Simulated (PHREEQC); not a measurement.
## Leach liquor: speciation

A solution holds 0.0037 mol H2SO4, 0.00042 mol MnSO4 and 0.00032 mol Na2SO4 per kg of water, at 25 °C. Closed to the air; pH follows from the charge balance.

The numbers come from PHREEQC with the ion-association model, wateq4f.dat.

Each row changes one thing in this solution. No solid was allowed to form.

```csv
case,pH,ionic strength (mol/kgw),SO4-2 (mol/kgw),HSO4- (mol/kgw),Mn+2 (mol/kgw),MnSO4 (mol/kgw),SI of Mirabilite (Na2SO4:10H2O),SI of Pyrochroite (Mn(OH)2)
as made,2.25,0.0109,0.00311,0.00124,0.000338,8.17e-5,-8.06,-14.35
MnSO4 from 0.00042 to 0.00063 mol/kgw,2.25,0.0115,0.00325,?,?,0.000125,-8.05,-14.17
H2SO4 from 0.0037 to 0.00333 mol/kgw,2.29,0.0102,0.00292,0.00107,0.000341,7.91e-5,-8.08,-14.26
H2SO4 replaced by KHSO4 at the same molality,2.56,0.0119,0.00359,0.000690,0.000331,8.95e-5,-8.01,-13.74
MnSO4 from 0.00042 to 0.00021 mol/kgw,2.25,0.0103,0.00298,?,0.000170,4.00e-5,-8.08,-14.65
MnSO4 from 0.00042 to 0.0042 mol/kgw,2.30,0.0212,0.00543,0.00175,0.00317,0.00103,-7.92,-13.33
H2SO4 replaced by Li2SO4 at the same molality,6.96,0.0132,0.00425,3.26e-8,0.000321,9.89e-5,-7.96,-4.97
```

Some entries are withheld; supply them.


- MnSO4 from 0.00042 to 0.00063 mol/kgw, HSO4- (mol/kgw): 0.00127
- MnSO4 from 0.00042 to 0.00063 mol/kgw, Mn+2 (mol/kgw): 0.000505
- MnSO4 from 0.00042 to 0.00021 mol/kgw, HSO4- (mol/kgw): 0.00120
